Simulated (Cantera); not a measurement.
Input: 1 mol Fe(CO)5, 0.17 mol O2, 3.6 mol N2, held at 17.0 Pa.

These are equilibrium values from Cantera (NASA tables, ideal gas, pure condensed phases), not measurements of a reactor. Candidate condensed phases: C, Fe, Fe(CO)5, FeO, Fe2O3, Fe3O4; 27 gas species. Kinetics and transport are ignored.

x: gas mole fraction; n: condensed amount in mol.

| T (K) | x CO | x N2 | x CO2 | x Fe | x FeO | n Fe(α) | n Fe(γ) |
|---|---|---|---|---|---|---|---|
| 775 | 0.542 | 0.419 | 0.0395 | <1e-12 | <1e-12 | 1.00 | 0 |
| 825 | 0.542 | 0.419 | 0.0395 | <1e-12 | <1e-12 | 1.00 | 0 |
| 875 | 0.542 | 0.419 | 0.0395 | <1e-12 | <1e-12 | 1.00 | 0 |
| 925 | 0.542 | 0.419 | 0.0395 | [?] | <1e-12 | 1.00 | 0 |
| 975 | 0.542 | 0.419 | 0.0395 | [?] | <1e-12 | 1.00 | 0 |
| 1025 | 0.542 | 0.419 | 0.0395 | [?] | <1e-12 | 1.00 | 0 |
| 1075 | 0.542 | 0.419 | 0.0395 | [?] | <1e-12 | 1.00 | 0 |
| 1125 | 0.542 | 0.419 | 0.0395 | [?] | <1e-12 | 1.00 | 0 |
| 1175 | 0.542 | 0.419 | 0.0395 | [?] | 7.76e-12 | 1.000 | 0 |
| 1225 | 0.542 | 0.419 | 0.0395 | [?] | 6.66e-11 | 0 | 1.000 |
| 1275 | 0.542 | 0.419 | 0.0395 | [?] | 4.81e-10 | 0 | 1.000 |
| 1325 | 0.542 | 0.419 | 0.0395 | [?] | 2.99e-9 | 0 | 1.000 |
| 1375 | 0.542 | 0.419 | 0.0395 | [?] | 1.62e-8 | 0 | 1.000 |
| 1425 | 0.542 | 0.419 | 0.0395 | [?] | 7.74e-8 | 0 | 0.999 |

### Question
Some entries are withheld; supply them.

### Answer

- 925, x Fe: 1.62e-12
- 975, x Fe: 2.48e-11
- 1025, x Fe: 2.89e-10
- 1075, x Fe: 2.65e-9
- 1125, x Fe: 1.98e-8
- 1175, x Fe: 1.24e-7
- 1225, x Fe: 6.63e-7
- 1275, x Fe: 3.11e-6
- 1325, x Fe: 1.29e-5
- 1375, x Fe: 4.83e-5
- 1425, x Fe: 0.000164
